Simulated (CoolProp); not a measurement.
Model: reference Helmholtz-energy equation of state, Thol 2022, in CoolProp.

Give the vapour pressure (MPa), liquid density (kg/m³), vapour density (kg/m³), enthalpy of vaporisation (kJ/kg) of saturated vinyl chloride at 302.5 K.


```
T (K)  p (MPa)  liquid density (kg/m³)  vapour density (kg/m³)  enthalpy of vaporisation (kJ/kg)
-----  -------  ----------------------  ----------------------  --------------------------------
302.5    0.449                     891                    12.2                               318
```
